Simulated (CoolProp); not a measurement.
Isobutane at several states: Z from the reference equation and from simpler models built on Tc = 407.8 K, pc = 3.629 MPa, ω = 0.184; each cubic takes its own stable root.

Values from CoolProp's reference Helmholtz-energy equation of state, Bücker 2006.

| T (K) | p (MPa) | phase | reference |
|---|---|---|---|
| 434.4 | 2.95 | gas | 0.7310 |
| 293.1 | 0.743 | liquid | 0.03177 |
| 176.9 | 0.0143 | liquid | 0.0008307 |
| 452.8 | 0.0929 | gas | 0.9938 |

**Question.** How far does each simpler model (Redlich-Kwong, Soave-Redlich-Kwong) lie from the reference over these 4 states: mean and median of the absolute difference, and the worst?

**Answer.** 
- Redlich-Kwong: mean 4.8 %, median 4.5 %, worst +10.3 % at 293.1 K and 0.743 MPa
- Soave-Redlich-Kwong: mean 3.8 %, median 3.9 %, worst +7.4 % at 176.9 K and 0.0143 MPa
